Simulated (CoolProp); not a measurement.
Properties of R143a along the isobar 2.62 bar (Tc = 345.9 K, pc = 37.62 bar, ω = 0.261).

Model: reference Helmholtz-energy equation of state, Lemmon and Jacobsen 2000, in CoolProp.

```
T (K)  phase  viscosity (µPa s)  Prandtl number
-----  -----  -----------------  --------------
314.9    gas               11.8               ?
335.5    gas                  ?           0.695
356.1    gas               13.3               ?
376.6    gas                  ?               ?
397.2    gas               14.7           0.658
417.7    gas               15.4           0.647
438.3    gas               16.1           0.637
458.9    gas               16.8           0.628
479.4    gas               17.4           0.618
500      gas               18.1           0.609
```

Question: Complete the blanks.

Answer: 
- 314.9, Prandtl number: 0.711
- 335.5, viscosity (µPa s): 12.5
- 356.1, Prandtl number: 0.681
- 376.6, viscosity (µPa s): 14.0
- 376.6, Prandtl number: 0.669

Viscosity comes from a separate model (Klein 1997), an estimate that may be off by 10 % or more. Thermal conductivity comes from a separate model (McLinden 2000), an estimate that may be off by 10 % or more.
